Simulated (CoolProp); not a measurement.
Tetrahydrofuran at 298.15 K and 0.00846 MPa is throttled through a valve to 0.00294 MPa with no heat exchange. Each further row changes one setting.

The numbers come from the reference Helmholtz-energy equation of state, Fiedler 2023 in CoolProp.

```csv
case,temperature change (K),final density (kg/m³)
as stated,-0.2,0.0857
outlet pressure 0.000882 MPa,-0.3,0.0257
outlet pressure 0.00382 MPa,-0.2,0.111
```
